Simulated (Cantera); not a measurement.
A closed system holds: 1 mol C3H8, 5.4 mol H2O, 7.6 mol H2, equilibrated at 650 K and 100000 Pa.

Equilibrium computed with Cantera from the NASA thermochemical tables; the gas is ideal and each condensed phase is pure. Candidate condensed phases: C, C6H6, C7H8, C8H18, H2O; 110 gas species. Kinetics and transport are ignored.

Base state: H2 0.401, H2O 0.385, CH4 0.214, CO2 0.000288, CO 1.92e-5 (mole fractions); condensed: gas only.

**Question.** What changes in the equilibrium state with this change: H2 from 7.6 to 2.6 mol?

**Answer.** 
```csv
species,before,after
H2O,0.385,0.519
CH4,0.214,0.291
H2,0.401,0.165
CO2,0.000288,0.0250
CO,1.92e-5,0.000509
```
